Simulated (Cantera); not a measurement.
Premixed flame

A freely propagating, adiabatic, planar premixed flame of H2 : O2 : N2 = 1 : 0.417 : 1.57 (molar parts), equivalence ratio 1.2, unburnt at 600 K and 82.5 Torr; mixture-averaged transport, grid criteria slope 0.08 and curve 0.16, no radiation.

Cantera simulation using the H2/O2 subset of GRI-Mech 3.0, which has no nitrogen chemistry; the numbers are that mechanism's predictions, not measurements. Burning velocities carry a grid error of a few per cent, more on coarse grids.

```tsv
z (mm)	T (K)	u (m/s)	x H2	x O2	x H2O	x O	x OH	x HO2
-24.9	600	6.24	0.335	0.140	<1e-8	<1e-8	<1e-8	<1e-8
-16.6	600	6.24	0.335	0.140	<1e-8	<1e-8	<1e-8	<1e-8
-12.4	600	6.24	0.335	0.140	<1e-8	<1e-8	<1e-8	<1e-8
-8.28	600	6.24	0.335	0.140	1.23e-8	<1e-8	<1e-8	2.65e-7
-4.14	606	6.29	0.334	0.139	0.000387	6.82e-6	1.94e-5	4.00e-5
-2.07	715	7.36	0.313	0.136	0.0103	0.000250	0.000260	2.82e-5
0	1105	11.1	0.161	0.0831	0.119	0.00780	0.00316	1.13e-5
2.07	1369	13.5	0.0670	0.0270	0.220	0.0132	0.00756	3.37e-6
4.14	1477	14.5	0.0655	0.0222	0.229	0.0133	0.00962	2.43e-6
8.28	1612	15.7	0.0696	0.0197	0.235	0.0127	0.0121	1.83e-6
16.6	1765	17.0	0.0730	0.0168	0.243	0.0114	0.0146	1.34e-6
33.1	1927	18.3	0.0748	0.0138	0.253	0.00932	0.0166	9.63e-7
66.3	2089	19.6	0.0746	0.0106	0.265	0.00694	0.0173	7.13e-7
```
x: mole fraction of selected species; z is measured from the peak of heat release.

```
Property                    Result
------------------------  --------
laminar burning velocity  624 cm/s
thermal thickness          8.28 mm
peak x(O)                   0.0134
peak x(OH)                  0.0173
peak x(HO2)                4.03e-5
grid points                    144
```
